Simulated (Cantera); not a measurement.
What does this Cantera script print?

```python
import numpy as np
import cantera as ct

gas_names = """
    AL ALH ALO ALOH ALO2 ALO2H AL2 AL2O AL2O2 H HALO HO2 H2 H2O H2O2 O OH O2 O3
""".split()
cond_names = """
    AL(cr) AL(L) AL2O3(a) AL2O3(L) H2O(s) H2O(L)
""".split()


# ... load() reads the species with a 1 bar reference pressure and builds the phases ...
atoms = {
    'Al': {'AL': 1},
    'H2O': {'H': 2, 'O': 1},
}
top_T = {}  # K; cautious upper limits of use, not melting points


# ... equilibrate(T, P, feed) seeds the gas with the atoms and calls Mixture.equilibrate('TP', solver="vcs", rtol=1e-11, max_steps=5000) ...
results = []
feed = {'Al': 1, 'H2O': 1}  # mol
T = 1623  # K
P = 100000  # Pa
mix = equilibrate(T, P, feed)
results.append((T, P, feed, dict(zip(mix.species_names, mix.species_moles))))
print(gas.report(threshold=0.0001))
for i in range(1, mix.n_phases):
    print(f"{mix.phase(i).name:16s} {mix.phase_moles(i):12.5e} mol")
```

Output:

```
       temperature   1623 K
          pressure   1e+05 Pa
           density   0.015013 kg/m^3
  mean mol. weight   2.0259 kg/kmol
   phase of matter   gas

                          1 kg             1 kmol
                     ---------------   ---------------
          enthalpy        1.9938e+07        4.0393e+07  J
   internal energy        1.3277e+07        2.6898e+07  J
           entropy             89593        1.8151e+05  J/K
    Gibbs function       -1.2547e+08        -2.542e+08  J
 heat capacity c_p             16211             32842  J/K
 heat capacity c_v             12107             24528  J/K

                      mass frac. Y      mole frac. X     chem. pot. / RT
                     ---------------   ---------------   ---------------
                H2           0.99479           0.99969           -18.836
     [  +18 minor]         0.0052075         0.0003113

AL(L)             3.33061e-01 mol
AL2O3(a)          3.33303e-01 mol
```

Cantera equilibrium calculation (NASA polynomials, part measured and part estimated; ideal gas, pure solids and liquids). Mutual solubility and eutectic melting of coexisting phases are not modelled.
